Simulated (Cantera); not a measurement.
**Premixed flame**

A freely propagating, adiabatic, planar premixed flame of 29.0 % H₂, 14.8 % O₂, 56.2 % N₂, unburnt at 575 K and 0.930 bar; mixture-averaged transport, grid criteria slope 0.08 and curve 0.16, no radiation.

Model: the H2/O2 subset of GRI-Mech 3.0, which has no nitrogen chemistry, integrated in Cantera. Burning velocities carry a grid error of a few per cent, more on coarse grids.

| z (mm) | T (K) | u (m/s) | x H₂ | x O₂ | x OH | x H₂O₂ | x HO₂ | x H |
|---|---|---|---|---|---|---|---|---|
| -1.54 | 575 | 6.70 | 0.290 | 0.148 | <1e-8 | <1e-8 | <1e-8 | <1e-8 |
| -1.02 | 575 | 6.70 | 0.290 | 0.148 | <1e-8 | <1e-8 | <1e-8 | <1e-8 |
| -0.769 | 575 | 6.70 | 0.290 | 0.148 | <1e-8 | <1e-8 | <1e-8 | <1e-8 |
| -0.512 | 575 | 6.70 | 0.290 | 0.148 | <1e-8 | <1e-8 | 2.40e-7 | <1e-8 |
| -0.256 | 585 | 6.79 | 0.287 | 0.148 | 2.85e-5 | 2.51e-6 | 0.000183 | 8.49e-5 |
| -0.128 | 783 | 8.89 | 0.255 | 0.144 | 0.000796 | 1.66e-5 | 0.000202 | 0.00530 |
| 0 | 1238 | 13.6 | 0.146 | 0.103 | 0.00396 | 5.19e-6 | 8.34e-5 | 0.0375 |
| 0.128 | 1556 | 16.8 | 0.0618 | 0.0467 | 0.0107 | 2.93e-6 | 3.38e-5 | 0.0576 |
| 0.256 | 1705 | 18.3 | 0.0470 | 0.0330 | 0.0142 | 1.71e-6 | 2.09e-5 | 0.0528 |
| 0.512 | 1864 | 19.8 | 0.0447 | 0.0281 | 0.0168 | 9.01e-7 | 1.46e-5 | 0.0409 |
| 1.02 | 2027 | 21.3 | 0.0419 | 0.0242 | 0.0183 | 5.00e-7 | 1.00e-5 | 0.0288 |
| 2.05 | 2183 | 22.6 | 0.0369 | 0.0202 | 0.0183 | 3.19e-7 | 6.55e-6 | 0.0186 |
| 4.10 | 2318 | 23.8 | 0.0305 | 0.0164 | 0.0169 | 2.39e-7 | 4.35e-6 | 0.0111 |
x: mole fraction of selected species; z is measured from the peak of heat release.

```
Item                        Result
------------------------  --------
laminar burning velocity  670 cm/s
thermal thickness         0.512 mm
peak x(OH)                  0.0185
peak x(H₂O₂)               1.69e-5
peak x(HO₂)               0.000296
peak x(H)                   0.0576
```
